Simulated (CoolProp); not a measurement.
A closed Brayton cycle with carbon dioxide: compressor inlet 320.15 K and 8.9 MPa, high pressure 30 MPa, turbine inlet 680 K, compressor efficiency 0.85, turbine efficiency 0.85, recuperator effectiveness 0.8 (on enthalpy, no pinch check). Each further row changes one setting.

Values from CoolProp's reference Helmholtz-energy equation of state, Span 1996.

```
case                           thermal efficiency (%)  net work (kJ/kg)  compressor to turbine work  compressor exit (K)  turbine exit (K)
-----------------------------  ----------------------  ----------------  --------------------------  -------------------  ----------------
as stated                                        24.1              60.0                        0.49                408.4             556.0
turbine inlet 630 K                              21.3              48.5                        0.54                408.4             510.2
compressor inlet 330.15 K                        21.5              49.3                        0.58                432.5             556.0
high pressure 25.5 MPa                           23.7              56.1                        0.45                396.2             572.2
recuperator effectiveness 0.5                    20.0              60.0                        0.49                408.4             556.0
```
